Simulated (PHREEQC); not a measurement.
Solution (20 °C): 2.8 mmol/kgw CsOH, 0.45 mmol/kgw K2SiO3 and 0.48 mmol/kgw Na2CO3. Closed to the air; pH follows from the charge balance.

The numbers come from PHREEQC with the ion-association model, wateq4f.dat.

This is a speciation only: nothing precipitates in the calculation.

Q: Order these C species by the share of C that they hold, largest first: CO3-2, HCO3-, NaCO3-.

A: CO3-2 (95 %), HCO3- (4.1 %), NaCO3- (0.97 %)

The pH is 11.65 and the ionic strength 0.00512 mol/kgw. Species that the database lacks are ignored.
